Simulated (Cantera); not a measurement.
What does this Cantera script print?

```python
import numpy as np
import cantera as ct

gas_names = [...]  # 110 gases of nasa_gas.yaml made of C, H, O
cond_names = """
    C(gr) C6H6(L) C7H8(L) C8H18(L),n-octa H2O(s) H2O(L)
""".split()


# ... load() reads the species with a 1 bar reference pressure and builds the phases ...
atoms = {
    'CH4': {'C': 1, 'H': 4},
    'H2O': {'H': 2, 'O': 1},
}
top_T = {'C(gr)': 4500}  # K; cautious upper limits of use, not melting points


# ... equilibrate(T, P, feed) seeds the gas with the atoms and calls Mixture.equilibrate('TP', solver="vcs", rtol=1e-11, max_steps=5000) ...
results = []
T = 1048  # K
P = 13332.2  # Pa
for m in [0.55, 0.7, 0.9, 1.2, 1.5, 1.9, 2.4, 3.1, 3.9]:
    feed = {'CH4': 1, 'H2O': m}  # mol
    mix = equilibrate(T, P, feed)
    results.append((T, P, feed, dict(zip(mix.species_names, mix.species_moles))))
    x = sorted(zip(gas.X, gas.species_names), reverse=True)
    print(f"T = {T:g} K  P = {P:g} Pa  n(H2O) = {m:g} mol  gas = {mix.phase_moles(0):.4g} mol")
    print("   x: " + "  ".join(f"{s} {v:.3e}" for v, s in x if v > 0.0001))
    print("   condensed (mol): " + ("  ".join(f"{mix.phase(i).name} {mix.phase_moles(i):.4g}"
          for i in range(1, mix.n_phases) if mix.phase_moles(i) > 1e-12) or "none"))
```

It prints:

```
T = 1048 K  P = 13332.2 Pa  n(H2O) = 0.55 mol  gas = 3.07 mol
   x: H2 8.166e-01  CO 1.738e-01  CH4 5.190e-03  H2O 3.538e-03  CO2 8.936e-04
   condensed (mol): C(gr) 0.4477
T = 1048 K  P = 13332.2 Pa  n(H2O) = 0.7 mol  gas = 3.366 mol
   x: H2 7.884e-01  CO 2.016e-01  CH4 4.839e-03  H2O 3.962e-03  CO2 1.202e-03
   condensed (mol): C(gr) 0.3011
T = 1048 K  P = 13332.2 Pa  n(H2O) = 0.9 mol  gas = 3.761 mol
   x: H2 7.578e-01  CO 2.318e-01  CH4 4.470e-03  H2O 4.378e-03  CO2 1.589e-03
   condensed (mol): C(gr) 0.1056
T = 1048 K  P = 13332.2 Pa  n(H2O) = 1.2 mol  gas = 4.196 mol
   x: H2 7.265e-01  CO 2.249e-01  H2O 3.520e-02  CO2 1.293e-02  CH4 4.753e-04
   condensed (mol): none
T = 1048 K  P = 13332.2 Pa  n(H2O) = 1.5 mol  gas = 4.499 mol
   x: H2 6.942e-01  CO 1.944e-01  H2O 8.354e-02  CO2 2.776e-02  CH4 1.510e-04
   condensed (mol): none
T = 1048 K  P = 13332.2 Pa  n(H2O) = 1.9 mol  gas = 4.899 mol
   x: H2 6.539e-01  CO 1.622e-01  H2O 1.420e-01  CO2 4.180e-02
   condensed (mol): none
T = 1048 K  P = 13332.2 Pa  n(H2O) = 2.4 mol  gas = 5.4 mol
   x: H2 6.086e-01  H2O 2.062e-01  CO 1.321e-01  CO2 5.310e-02
   condensed (mol): none
T = 1048 K  P = 13332.2 Pa  n(H2O) = 3.1 mol  gas = 6.1 mol
   x: H2 5.536e-01  H2O 2.825e-01  CO 1.021e-01  CO2 6.182e-02
   condensed (mol): none
T = 1048 K  P = 13332.2 Pa  n(H2O) = 3.9 mol  gas = 6.9 mol
   x: H2 5.009e-01  H2O 3.542e-01  CO 7.880e-02  CO2 6.612e-02
   condensed (mol): none
```

These are equilibrium values from Cantera (NASA tables, ideal gas, pure condensed phases), not measurements of a reactor.
